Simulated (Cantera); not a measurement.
Cantera run, input and output.

```python
import numpy as np
import cantera as ct

gas = ct.Solution("gri30.yaml")
gas.TPX = 1148, 55000, {'N2O': 1, 'H2O': 0.0052}
reactor = ct.IdealGasConstPressureReactor(gas, energy="off", clone=False)
net = ct.ReactorNet([reactor])
net.rtol, net.atol = 1e-08, 1e-18
show = ['N2O', 'H2O', 'H2O2', 'H2', 'HO2', 'O2']
times = np.geomspace(0.0001, 3, 11)

steps = ct.SolutionArray(gas, extra=["t"])
rows = []
print(f"{'t/s':>10s}{'T/K':>9s}{'P/Pa':>11s}" + "".join(f"{s:>11s}" for s in show))
for t in times:
    while net.time < t:
        t_next = net.step()
        steps.append(gas.state, t=t_next)
    rows.append([np.interp(t, steps.t, y) for y in (steps.T, steps.P, *steps(*show).X.T)])
    print(f"{t:10.3e}{rows[-1][0]:9.1f}{rows[-1][1]:11.4g}" + "".join(f"{x:11.3e}" for x in rows[-1][2:]))
rate = np.gradient(steps.T, steps.t)
print("integrator steps:", len(steps.t))
if steps.T.max() > steps.T[0] + 200:
    print(f"time of steepest temperature rise: {steps.t[rate.argmax()]:.4e} s")
gas.TPX = 1148, 55000, {'N2O': 1, 'H2O': 0.0052}
gas.equilibrate("TP")
print(f"equilibrium (TP): T = {gas.T:.1f} K  " + "  ".join(f"{s} {gas[s].X[0]:.3e}" for s in show))
```

It prints:

```
       t/s      T/K       P/Pa        N2O        H2O       H2O2         H2        HO2         O2
 1.000e-04   1148.0    5.5e+04  9.948e-01  5.173e-03  2.721e-14  1.202e-13  2.157e-09  4.729e-06
 2.804e-04   1148.0    5.5e+04  9.948e-01  5.173e-03  8.893e-13  2.205e-12  1.854e-08  1.453e-05
 7.860e-04   1148.0    5.5e+04  9.947e-01  5.173e-03  4.307e-11  3.376e-11  1.250e-07  4.200e-05
 2.204e-03   1148.0    5.5e+04  9.944e-01  5.172e-03  1.780e-09  3.052e-10  5.566e-07  1.191e-04
 6.178e-03   1148.0    5.5e+04  9.937e-01  5.170e-03  1.323e-08  1.442e-09  1.096e-06  3.354e-04
 1.732e-02   1148.0    5.5e+04  9.917e-01  5.166e-03  9.782e-09  3.940e-09  8.670e-07  9.423e-04
 4.856e-02   1148.0    5.5e+04  9.861e-01  5.157e-03  4.488e-09  5.501e-09  5.336e-07  2.636e-03
 1.361e-01   1148.0    5.5e+04  9.708e-01  5.130e-03  2.807e-09  3.628e-09  3.017e-07  7.323e-03
 3.817e-01   1148.0    5.5e+04  9.297e-01  5.059e-03  2.573e-09  2.426e-09  1.436e-07  1.995e-02
 1.070e+00   1148.0    5.5e+04  8.270e-01  4.882e-03  2.647e-09  2.038e-09  5.941e-08  5.158e-02
 3.000e+00   1148.0    5.5e+04  6.120e-01  4.510e-03  2.414e-09  1.774e-09  2.340e-08  1.180e-01
integrator steps: 1115
equilibrium (TP): T = 1148.0 K  N2O 7.401e-09  H2O 3.455e-03  H2O2 2.175e-11  H2 3.341e-11  HO2 1.654e-09  O2 3.321e-01
```

Computed with Cantera and GRI-Mech 3.0 (53 species, 325 reactions). GRI-Mech 3.0 was tuned for natural gas; its chemistry of N2O as a main component is partial and can be far from experiment. The mechanism lacks the step 2 NO + O2 → 2 NO2, which can matter for NO2 below about 1400 K. The temperature is held fixed by assumption; the heat of reaction is taken as removed at once.
